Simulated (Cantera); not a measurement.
An isothermal, constant-pressure homogeneous reactor starts with 66.1 % CH4, 33.9 % CO2, at 1325 K and 1.00 atm.

Computed with Cantera and GRI-Mech 3.0 (53 species, 325 reactions). GRI-Mech 3.0 stops at C3 and has no aromatics, soot or wall deposition, so with more carbon than oxygen in the feed, carbon stays in small species such as C2H2 where larger ones or solid carbon would form.

Predict: x(CH4) at 2.00 s; x(CO2) at 2.00 s; x(CH3) at 2.00 s.


- x(CH4) at 2.00 s = 0.615 (gas-phase equilibrium 0.164)
- x(CO2) at 2.00 s = 0.329 (gas-phase equilibrium 4.57e-6)
- x(CH3) at 2.00 s = 2.31e-5 (gas-phase equilibrium 8.07e-6)
